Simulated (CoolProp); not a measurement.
Properties of hydrogen sulfide along the isotherm 424.9 K (Tc = 373.1 K, pc = 8999 kPa, ω = 0.101).

Computed with CoolProp (reference Helmholtz-energy equation of state, Lemmon 2006). It is a short technical equation, of lower accuracy than the large ones.

```csv
p (kPa),phase,cp (kJ/(kg K)),cv (kJ/(kg K)),Joule-Thomson coefficient (K/MPa),isothermal compressibility (1/MPa),viscosity (µPa s),fugacity coefficient
142,gas,1.060,0.8121,7.858,7.067,17.4,0.9966
240,gas,1.064,0.8131,7.862,4.191,17.4,0.9942
405,gas,1.070,0.8149,7.869,2.494,17.4,0.9902
684,gas,1.082,0.8180,7.881,1.487,17.4,0.9835
1150,gas,1.102,0.8233,7.898,0.8954,17.4,0.9723
1950,gas,1.139,0.8327,7.924,0.5399,17.4,0.9532
3290,gas,1.212,0.8493,7.950,0.3334,17.5,0.9215
5550,gas,1.375,0.8801,7.925,0.2148,18.0,0.8687
9360,supercritical,1.866,0.9416,7.524,0.1541,19.8,0.7818
15800,supercritical,3.779,1.045,4.675,0.1141,30.6,0.6424
26700,supercritical,2.627,1.021,1.179,0.01921,54.6,0.4869
45000,supercritical,2.049,1.018,0.2435,0.006260,75.9,0.3913
```

The peak of cp marks the crossing from liquid-like to gas-like fluid above the critical point.

Viscosity comes from a separate model (Quiñones-Cisneros 2012).
